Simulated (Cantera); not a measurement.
Cantera run, input and output.

```python
import numpy as np
import cantera as ct

gas = ct.Solution("gri30.yaml")
gas.TPX = 1250, 14000, {'N2O': 1, 'N2': 0.14}
inlet = ct.Reservoir(gas, clone=True)

reactor = ct.IdealGasConstPressureReactor(gas, energy="off", clone=False)
exhaust = ct.Reservoir(gas, clone=True)
tau = [0.44, 0.22, 0.11, 0.056, 0.028, 0.014, 0.007, 0.0035][0]
for a, b in ((inlet, reactor), (reactor, exhaust)):
    ct.MassFlowController(a, b, mdot=lambda t: reactor.mass / tau)
net = ct.ReactorNet([reactor])
show = ['N2O', 'N2', 'NO', 'O2', 'O']

rows = []
print(f"{'tau/s':>10s}{'T/K':>9s}" + "".join(f"{s:>11s}" for s in show))
for tau in [0.44, 0.22, 0.11, 0.056, 0.028, 0.014, 0.007, 0.0035]:
    net.initial_time = 0.0
    net.advance(30 * tau)
    before = gas.X
    net.advance(40 * tau)
    drift = np.max(np.abs(gas.X - before) / (gas.X + 1e-9))
    rows.append([gas.T, *gas[show].X, drift])
    print(f"{tau:10.3e}{gas.T:9.1f}" + "".join(f"{x:11.3e}" for x in gas[show].X))
```

It prints:

```
     tau/s      T/K        N2O         N2         NO         O2          O
 4.400e-01   1250.0  7.733e-01  1.860e-01  9.054e-03  3.156e-02  3.804e-06
 2.200e-01   1250.0  8.219e-01  1.565e-01  4.828e-03  1.679e-02  3.816e-06
 1.100e-01   1250.0  8.486e-01  1.402e-01  2.497e-03  8.675e-03  3.822e-06
 5.600e-02   1250.0  8.624e-01  1.318e-01  1.292e-03  4.488e-03  3.824e-06
 2.800e-02   1250.0  8.697e-01  1.273e-01  6.516e-04  2.262e-03  3.823e-06
 1.400e-02   1250.0  8.735e-01  1.251e-01  3.269e-04  1.134e-03  3.818e-06
 7.000e-03   1250.0  8.753e-01  1.239e-01  1.633e-04  5.667e-04  3.807e-06
 3.500e-03   1250.0  8.763e-01  1.234e-01  8.129e-05  2.820e-04  3.785e-06
```

Computed with Cantera and GRI-Mech 3.0 (53 species, 325 reactions). GRI-Mech 3.0 was tuned for natural gas; its chemistry of N2O as a main component is partial and can be far from experiment. The mechanism lacks the step 2 NO + O2 → 2 NO2, which can matter for NO2 below about 1400 K. The temperature is held fixed by assumption; the heat of reaction is taken as removed at once.
